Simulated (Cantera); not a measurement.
Charge: 1 mol Si, 8.1 mol Cl2, 13 mol N2, at 1075 °C and 1.00 bar.

Method: chemical equilibrium by Gibbs-energy minimisation in Cantera with the NASA 1993 tables (ideal gas, pure condensed phases). Candidate condensed phases: Si, Si3N4; 13 gas species. Kinetics and transport are ignored.

Base state: N2 0.643, Cl2 0.297, SiCl4 0.0495, Cl 0.0102 (mole fractions); condensed: gas only.

What changes in the equilibrium state with this change: temperature from 1075 °C to 952 °C?


| species | before | after |
|---|---|---|
| N2 | 0.643 | 0.646 |
| Cl2 | 0.297 | 0.301 |
| SiCl4 | 0.0495 | 0.0497 |
| Cl | 0.0102 | 0.00335 |
